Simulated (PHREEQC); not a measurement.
Solution (20 °C): 0.0015 mol/kgw NH4Cl and 0.00049 mol/kgw Na2CO3. Closed to the air; pH follows from the charge balance.

The numbers come from PHREEQC with the ion-association model, phreeqc.dat.

Each row changes one thing in this solution. This is a speciation only: nothing precipitates in the calculation.

```json
[
 {"case": "as made", "pH": "9.06", "ionic strength (mol/kgw)": "0.00205", "HCO3- (mol/kgw)": "0.000463", "CO3-2 (mol/kgw)": "2.61e-5", "CO2 (mol/kgw)": "9.17e-7", "NaCO3- (mol/kgw)": "3.03e-7"},
 {"case": "temperature from 20 to 25 °C", "pH": "8.91", "ionic strength (mol/kgw)": "0.00204", "HCO3- (mol/kgw)": "0.000467", "CO3-2 (mol/kgw)": "2.08e-5", "CO2 (mol/kgw)": "1.22e-6", "NaCO3- (mol/kgw)": "3.13e-7"},
 {"case": "NH4Cl left out", "pH": "10.46", "ionic strength (mol/kgw)": "0.00126", "HCO3- (mol/kgw)": "0.000206", "CO3-2 (mol/kgw)": "0.000281", "CO2 (mol/kgw)": "1.65e-8", "NaCO3- (mol/kgw)": "3.38e-6"}
]
```

Complexes and solids missing from the database can't appear.
